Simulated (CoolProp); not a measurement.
Vapour-liquid equilibrium of benzene (1) + dimethyl carbonate (2) at 82.15 °C; x and y are mole fractions of (1).

Model: multi-fluid Helmholtz-energy mixture model, Thol 2012 and Zhou 2011; pair parameters Bell 2016, in CoolProp.

**Question.** Give the bubble pressure and the first vapour's composition at x = 0.05, 0.2, 0.65. Is there an azeotrope?

**Answer.** x = 0.05: 0.8147 bar, y = 0.088; x = 0.2: 0.8991 bar, y = 0.294; x = 0.65: 1.047 bar, y = 0.698. No azeotrope shows between x = 0.05 and 0.95.

Pair parameters are fitted to limited data, so mixtures are less certain than the pure fluids.
